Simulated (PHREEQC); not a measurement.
Make-up at 10 °C: 0.28 mol/kgw NaHSO4, 0.00012 mol/kgw K2HPO4 and 0.00012 mol/kgw KCl. Closed to the air; pH follows from the charge balance.

Computed with PHREEQC (ion-association model, wateq4f.dat).

Problem. The ionic strength comes out as 0.454 mol/kgw. What activity coefficients do H+, Na+, K+, KSO4-, Cl- get?

Solution. H+ 0.77, Na+ 0.72, K+ 0.66, KSO4- 0.70, Cl- 0.66.

This is a speciation only: nothing precipitates in the calculation. Complexes and solids missing from the database can't appear. H3PO4, which wateq4f.dat lacks, is added to it with the constant of phreeqc.dat. At this temperature some constants are extrapolated from 25 °C, and those without enthalpy data are left unchanged.
